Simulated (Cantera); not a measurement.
An isothermal, constant-pressure homogeneous reactor starts with CH4 : H2 = 1 : 1.3 (molar parts), at 1900 K and 1.00 bar.

Cantera simulation using GRI-Mech 3.0 (53 species, 325 reactions); the numbers are that mechanism's predictions, not measurements. GRI-Mech 3.0 stops at C3 and has no aromatics, soot or wall deposition, so with more carbon than oxygen in the feed, carbon stays in small species such as C2H2 where larger ones or solid carbon would form.

x: mole fraction; the columns are a selection and need not sum to one.

```csv
t (s),x CH4,x H2,x CH2,x C2H4,x C2H2,x CH3
0.000700,0.214,0.706,2.19e-6,…,0.0709,0.00326
0.00135,0.146,0.751,1.65e-6,…,0.0972,0.00228
0.00262,0.0900,0.788,1.16e-6,…,0.118,0.00145
0.00508,0.0517,0.813,7.52e-7,0.00155,0.132,0.000857
0.00983,0.0285,0.829,4.59e-7,0.00148,0.140,0.000484
0.0190,0.0161,0.837,2.78e-7,0.00148,0.144,0.000277
0.0368,0.0104,0.841,1.88e-7,0.00149,0.146,0.000181
0.0712,0.00868,0.842,1.59e-7,0.00149,0.147,0.000151
0.138,0.00848,0.842,1.56e-7,0.00149,0.147,0.000147
0.267,0.00847,0.842,1.56e-7,0.00149,0.147,0.000147
0.517,0.00847,0.842,1.56e-7,0.00149,0.147,0.000147
1.00,0.00847,0.842,1.56e-7,0.00149,0.147,0.000147
```

Some entries are withheld; supply them.


- 0.000700, x C2H4: 0.00507
- 0.00135, x C2H4: 0.00292
- 0.00262, x C2H4: 0.00191
